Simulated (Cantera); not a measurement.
An adiabatic, constant-volume homogeneous reactor starts with H₂ : O₂ : N₂ = 1 : 0.595 : 2.24 (molar parts), at 1325 K and 210000 Pa.

Computed with Cantera and the H2/O2 subset of GRI-Mech 3.0, which has no nitrogen chemistry. The hydrogen kinetics of GRI-Mech 3.0 are dated; newer H2 mechanisms differ, most at raised pressure.

Q: Predict: time of steepest temperature rise; temperature at 1.00 s; equilibrium temperature; x(H₂) at 1.00 s; x(O₂) at 1.00 s; x(H₂O) at 1.00 s; x(OH) at 1.00 s; x(HO₂) at 1.00 s; x(H) at 1.00 s; x(O) at 1.00 s.

A: 
- time of steepest temperature rise: 12.0 µs
- temperature at 1.00 s: 2984 K
- equilibrium temperature: 2984 K
- x(H₂) at 1.00 s: 0.0278 (gas-phase equilibrium 0.0278)
- x(O₂) at 1.00 s: 0.0312 (gas-phase equilibrium 0.0312)
- x(H₂O) at 1.00 s: 0.238 (gas-phase equilibrium 0.238)
- x(OH) at 1.00 s: 0.0342 (gas-phase equilibrium 0.0342)
- x(HO₂) at 1.00 s: 2.18e-5 (gas-phase equilibrium 2.18e-5)
- x(H) at 1.00 s: 0.0122 (gas-phase equilibrium 0.0122)
- x(O) at 1.00 s: 0.00921 (gas-phase equilibrium 0.00921)
